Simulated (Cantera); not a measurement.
Input (Python, Cantera):

```python
import numpy as np
import cantera as ct

gas = ct.Solution("gri30.yaml")


def delay(T, t_max=10):
    gas.TPX = T, 1000000, {'H2': 1, 'O2': 0.704, 'N2': 3.1, 'H2O': 1}
    reactor = ct.IdealGasReactor(gas, clone=False)
    net = ct.ReactorNet([reactor])
    net.rtol, net.atol = 1e-8, 1e-16
    while net.time < t_max:
        t_old, T_old = net.time, reactor.T
        net.step()
        if reactor.T > T + 400:  # ignition: a rise of 400 K
            return t_old + (T + 400 - T_old) / (reactor.T - T_old) * (net.time - t_old)
    return np.nan


taus = []
for T in [1300, 1375, 1450, 1525, 1600, 1675, 1750, 1825, 1900, 1975]:
    taus.append(delay(T))
    print(f"T0 = {T:6g} K   tau = {taus[-1]:.4e} s")
```

Output:

```
T0 =   1300 K   tau = 5.9093e-05 s
T0 =   1375 K   tau = 1.4944e-05 s
T0 =   1450 K   tau = 4.8297e-06 s
T0 =   1525 K   tau = 2.5976e-06 s
T0 =   1600 K   tau = 1.7565e-06 s
T0 =   1675 K   tau = 1.3241e-06 s
T0 =   1750 K   tau = 1.0659e-06 s
T0 =   1825 K   tau = 8.9916e-07 s
T0 =   1900 K   tau = 7.8776e-07 s
T0 =   1975 K   tau = 7.1332e-07 s
```

Detailed kinetics in Cantera: GRI-Mech 3.0 (53 species, 325 reactions). The hydrogen kinetics of GRI-Mech 3.0 are dated; newer H2 mechanisms differ, most at raised pressure. Where the delays flatten at high temperature, the 400 K rule measures the pace of heat release, not the induction time.
